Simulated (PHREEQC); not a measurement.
Make-up at 25 °C: 4 mol/kgw MgCl2 and 0.065 mol/kgw SrCl2. Closed to the air; pH follows from the charge balance.

Computed with PHREEQC (Pitzer model, pitzer.dat).

The ionic strength comes out as 12.2 mol/kgw. What activity coefficients do Mg+2, H+, MgOH+, Sr+2, Cl- get?

Mg+2 350, H+ 62, MgOH+ 2.5, Sr+2 85, Cl- 0.79. Single-ion values are on the MacInnes scale.

No solid was allowed to form. Species that the database lacks are ignored.
